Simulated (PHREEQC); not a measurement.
Model water analysis in mg/L, 25 °C, pH 3.82, pe 11.2:

```
constituent    mg/L
-----------  ------
Na              113
K              46.9
Ca               53
Mg             18.8
Cl             49.4
S(6) as SO4     433
N(5) as NO3  0.0812
Cd             4.67
```

Valence states are taken as typed.

Computed with PHREEQC (ion-association model, wateq4f.dat).

Each row changes one thing in this solution. No solid was allowed to form.

| case | ionic strength (mol/kgw) | SO4-2 (mol/kgw) | Ca+2 (mol/kgw) | Mg+2 (mol/kgw) | CaSO4 (mol/kgw) | MgSO4 (mol/kgw) | SI of Gypsum (CaSO4:2H2O) | SI of Halite (NaCl) |
|---|---|---|---|---|---|---|---|---|
| as made | 0.0149 | 0.00387 | 0.00102 | 0.000572 | 0.000304 | 0.000202 | -1.24 | -6.86 |
| all concentrations times 4 at the same typed pH | 0.0535 | 0.0139 | 0.00337 | 0.00183 | 0.00193 | 0.00127 | -0.43 | -5.73 |
| Na from 113 to 339 mg/L | 0.0198 | 0.00382 | 0.00105 | 0.000591 | 0.000274 | 0.000183 | -1.28 | -6.39 |

Species that the database lacks are ignored.
